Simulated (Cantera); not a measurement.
Charge: 1 mol SiH₄, 4.7 mol HCl, 37 mol N₂, held at 1300 Pa.

Method: chemical equilibrium by Gibbs-energy minimisation in Cantera with the NASA 1993 tables (ideal gas, pure condensed phases). Candidate condensed phases: NH₄Cl, Si, Si₃N₄; 28 gas species. N₂ is the only nitrogen source here; it is nearly inert below about 1500 K, so the nitride shown seldom forms there in practice. The numbers say what is thermodynamically allowed, not how fast it happens. All values below are at 925 K.

Base state: N₂ 0.847, HCl 0.0961, H₂ 0.0531, SiCl₄ 0.00331 (mole fractions); condensed: Si₃N₄(s).

Question: What changes in the equilibrium state with this change: N₂ from 37 to 4.4 mol?

Answer: 
```json
[
 {"species": "N₂", "before": "0.847", "after": "0.383"},
 {"species": "HCl", "before": "0.0961", "after": "0.327"},
 {"species": "H₂", "before": "0.0531", "after": "0.258"},
 {"species": "SiCl₄", "before": "0.00331", "after": "0.0320"},
 {"species": "SiHCl₃", "before": "6.65e-6", "after": "9.17e-5"},
 {"species": "Si₃N₄(s), mol", "before": "0.286", "after": "0.223"}
]
```
